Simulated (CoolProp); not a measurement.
Vapour pressure (MPa) of octamethyltrisiloxane (MDM): the reference equation beside estimates from Tc = 292.2 °C, pc = 1.438 MPa, ω = 0.528. Clausius-Clapeyron is anchored at 170.25 °C with a constant enthalpy of vaporisation of 34.11 kJ/mol.

The numbers come from the reference Helmholtz-energy equation of state, Thol 2017 in CoolProp.

| T (°C) | reference | Clausius-Clapeyron | van der Waals | Redlich-Kwong | Soave-Redlich-Kwong |
|---|---|---|---|---|---|
| 116.55 | 0.03540 | 0.04406 | 0.2663 | 0.1102 | 0.03510 |
| 124.25 | 0.04526 | 0.05402 | 0.2943 | 0.1302 | 0.04486 |
| 131.95 | 0.05720 | 0.06574 | 0.3243 | 0.1526 | 0.05669 |
| 139.55 | 0.07128 | 0.07921 | 0.3557 | 0.1773 | 0.07068 |
| 147.25 | 0.08818 | 0.09503 | 0.3895 | 0.2052 | 0.08750 |
| 154.95 | 0.1080 | 0.1133 | 0.4253 | 0.2359 | 0.1073 |
| 162.55 | 0.1309 | 0.1339 | 0.4626 | 0.2694 | 0.1302 |
| 170.25 | 0.1576 | 0.1576 | 0.5024 | 0.3065 | 0.1571 |
| 177.95 | 0.1884 | 0.1846 | 0.5444 | 0.3470 | 0.1881 |
| 185.55 | 0.2231 | 0.2146 | 0.5880 | 0.3904 | 0.2231 |
| 193.25 | 0.2629 | 0.2488 | 0.6343 | 0.4381 | 0.2635 |
| 200.95 | 0.3080 | 0.2870 | 0.6828 | 0.4897 | 0.3093 |
| 208.55 | 0.3580 | 0.3289 | 0.7329 | 0.5444 | 0.3602 |
| 216.25 | 0.4147 | 0.3761 | 0.7859 | 0.6039 | 0.4181 |
| 223.95 | 0.4779 | 0.4282 | 0.8413 | 0.6677 | 0.4828 |

Absolute difference from the reference over all 15 rows, mean and median: Clausius-Clapeyron 8.7 and 7.8 %, van der Waals 270.8 and 218.8 %, Redlich-Kwong 105.9 and 94.5 %, Soave-Redlich-Kwong 0.6 and 0.6 %.
